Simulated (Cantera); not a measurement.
Mixture: 6.54 % CH4, 9.15 % H2, 17.6 % O2, 66.7 % N2, equivalence ratio 1.0, at 760 Torr, adiabatic and at constant volume. Ignition delay is the time to a rise of 400 K.

Detailed kinetics in Cantera: GRI-Mech 3.0 (53 species, 325 reactions).

At T0 = 1773 K, what is the delay, and which 7 reactions control it most (d ln τ / d ln k, from doubling and halving each rate constant)?

The delay is 25.6 µs.
```json
[
 {"reaction": "H + O2 <=> O + OH", "d ln τ / d ln k": "-0.93", "faster rate": "shortens it"},
 {"reaction": "CH4 + H <=> CH3 + H2", "d ln τ / d ln k": "0.31", "faster rate": "lengthens it"},
 {"reaction": "H2 + OH <=> H + H2O", "d ln τ / d ln k": "-0.23", "faster rate": "shortens it"},
 {"reaction": "CH4 + OH <=> CH3 + H2O", "d ln τ / d ln k": "0.19", "faster rate": "lengthens it"},
 {"reaction": "H2 + O <=> H + OH", "d ln τ / d ln k": "-0.15", "faster rate": "shortens it"},
 {"reaction": "CH3 + O2 <=> CH3O + O", "d ln τ / d ln k": "-0.06", "faster rate": "shortens it"},
 {"reaction": "CH3 + O <=> CH2O + H", "d ln τ / d ln k": "0.04", "faster rate": "lengthens it"}
]
```
